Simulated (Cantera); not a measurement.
What does this Cantera script print?

```python
import numpy as np
import cantera as ct

gas_names = [...]  # 151 gases of nasa_gas.yaml made of C, H, N, O, Si
cond_names = """
    C(gr) C6H6(L) C7H8(L) C8H18(L),n-octa H2O(s) H2O(L) Si(cr) Si(L) SiC(b) SiO2(Lqz) SiO2(hqz) SiO2(L)
    Si2N2O(s) Si3N4(a)
""".split()


# ... load() reads the species with a 1 bar reference pressure and builds the phases ...
atoms = {
    'Si3N4': {'Si': 3, 'N': 4},
    'H2O': {'H': 2, 'O': 1},
    'H2': {'H': 2},
    'CO2': {'C': 1, 'O': 2},
}
top_T = {'C(gr)': 4500, 'SiC(b)': 3050, 'Si2N2O(s)': 2100, 'Si3N4(a)': 2400}  # K; cautious upper limits of use, not melting points


# ... equilibrate(T, P, feed) seeds the gas with the atoms and calls Mixture.equilibrate('TP', solver="vcs", rtol=1e-11, max_steps=5000) ...
results = []
feed = {'Si3N4': 1, 'H2O': 2.8, 'H2': 2.1, 'CO2': 0.18}  # mol
T = 2023.15  # K
P = 1.8  # Pa
mix = equilibrate(T, P, feed)
results.append((T, P, feed, dict(zip(mix.species_names, mix.species_moles))))
x = sorted(zip(gas.X, gas.species_names), reverse=True)
print(f"T = {T:g} K  P = {P:g} Pa  gas = {mix.phase_moles(0):.4g} mol")
print("   x: " + "  ".join(f"{s} {v:.3e}" for v, s in x if v > 0.001))
print("   condensed (mol): " + ("  ".join(f"{mix.phase(i).name} {mix.phase_moles(i):.4g}"
      for i in range(1, mix.n_phases) if mix.phase_moles(i) > 1e-12) or "none"))
```

Result:

```
T = 2023.15 K  P = 1.8 Pa  gas = 11.5 mol
   x: H2 3.029e-01  SiO 2.592e-01  H 2.466e-01  N2 1.739e-01  CO 1.566e-02  Si 1.738e-03
   condensed (mol): none
```

Method: chemical equilibrium by Gibbs-energy minimisation in Cantera with the NASA 1993 tables (ideal gas, pure condensed phases).
